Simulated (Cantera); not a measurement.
A closed system holds: 1 mol Cr, 0.038 mol H2O, 6.6 mol H2, held at 1152 °C and 1.40 bar.

Method: chemical equilibrium by Gibbs-energy minimisation in Cantera with the NASA 1993 tables (ideal gas, pure condensed phases). Candidate condensed phases: Cr, Cr2O3, H2O; 13 gas species. Mutual solubility and eutectic melting of coexisting phases are not modelled. Kinetics and transport are ignored.

Base state: H2 0.999, H2O 0.000735 (mole fractions); condensed: Cr(s) + Cr2O3(s).

Question: What changes in the equilibrium state with this change: temperature from 1152 °C to 2225 °C?

Answer: 
```csv
species,before,after
H2,0.999,0.917
Cr,7.89e-8,0.0572
H,5.76e-6,0.0202
CrO,<1e-9,0.000325
OH,<1e-9,2.27e-5
"Cr(s), mol",0.978,0
"Cr2O3(s), mol",0.0110,0
"Cr(l), mol",0,0.591
```
